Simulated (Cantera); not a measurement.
## N2O furnace oxynitridation

An isothermal, constant-pressure homogeneous reactor starts with N₂O : H₂O : N₂ = 1 : 0.19 : 0.084 (molar parts), at 1375 K and 1.00 atm.

Detailed kinetics in Cantera: GRI-Mech 3.0 (53 species, 325 reactions). GRI-Mech 3.0 was tuned for natural gas; its chemistry of N2O as a main component is partial and can be far from experiment. The mechanism lacks the step 2 NO + O2 → 2 NO2, which can matter for NO2 below about 1400 K. The temperature is held fixed by assumption; the heat of reaction is taken as removed at once.

```csv
t (s),x N₂O,x H₂O,x NO₂,x HO₂,x NO,x H₂
0.000400,0.777,0.149,4.78e-5,1.81e-5,0.000767,3.91e-6
0.00126,0.761,0.148,0.000222,1.49e-5,0.00233,3.37e-6
0.00400,0.712,0.145,0.000579,1.04e-5,0.00695,2.28e-6
0.0126,0.585,0.138,0.000936,5.52e-6,0.0189,1.66e-6
0.0400,0.345,0.126,0.00103,2.28e-6,0.0400,1.28e-6
0.126,0.1000,0.112,0.000856,8.10e-7,0.0567,7.73e-7
0.400,0.00672,0.107,0.000645,2.07e-7,0.0590,1.58e-7
1.26,5.80e-6,0.107,0.000527,8.75e-8,0.0590,6.54e-8
4.00,7.09e-7,0.107,0.000526,8.74e-8,0.0589,6.53e-8
12.6,7.07e-7,0.107,0.000525,8.74e-8,0.0588,6.53e-8
40.0,7.00e-7,0.107,0.000522,8.74e-8,0.0585,6.53e-8
```
x: mole fraction; the columns are a selection and need not sum to one.

Equilibrium at this temperature and pressure: N₂O 3.66e-8, H₂O 0.107, NO₂ 6.07e-6, HO₂ 9.49e-8, NO 0.000644, H₂ 6.17e-8 (gas phase only).
